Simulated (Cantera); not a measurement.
A diamond (100) surface in a fixed gas of H2 with x(CH4) = 0.0063, x(H) = 0.00068, x(CH3) = 0.00046, 0.0118 atm; coverages are run to steady state.

Cantera simulation using the Harris–Goodwin 1993 mechanism for the reconstructed diamond (100) surface; the numbers are that mechanism's predictions, not measurements.

θ: site fractions in the mechanism's names (c6HH fully hydrogenated, c6H* and c6*H radical sites, c6** diradical, c6HM methylated).

| T (K) | growth (µm/h) | θ c6HH | θ c6H* | θ c6*H | θ c6** | θ c6HM |
|---|---|---|---|---|---|---|
| 900 | 0.933 | 0.430 | 0.00638 | 0.179 | 0.00222 | 0.308 |
| 975 | … | … | … | … | … | … |
| 1050 | 0.682 | 0.521 | 0.0208 | 0.372 | 0.00931 | 0.0519 |
| 1125 | 0.342 | 0.504 | 0.0290 | 0.434 | 0.0139 | 0.00952 |
| 1200 | 0.287 | 0.473 | 0.0363 | 0.465 | 0.0181 | 0.00169 |
| 1275 | … | 0.451 | … | 0.480 | … | … |
| 1350 | 0.127 | 0.440 | 0.0491 | 0.485 | 0.0245 | 6.31e-5 |

Problem. Some entries are withheld; supply them.

Solution. 
- 975, growth (µm/h): 1.14
- 975, θ c6HH: 0.477
- 975, θ c6H*: 0.0121
- 975, θ c6*H: 0.267
- 975, θ c6**: 0.00488
- 975, θ c6HM: 0.178
- 1275, growth (µm/h): 0.259
- 1275, θ c6H*: 0.0431
- 1275, θ c6**: 0.0217
- 1275, θ c6HM: 0.000315
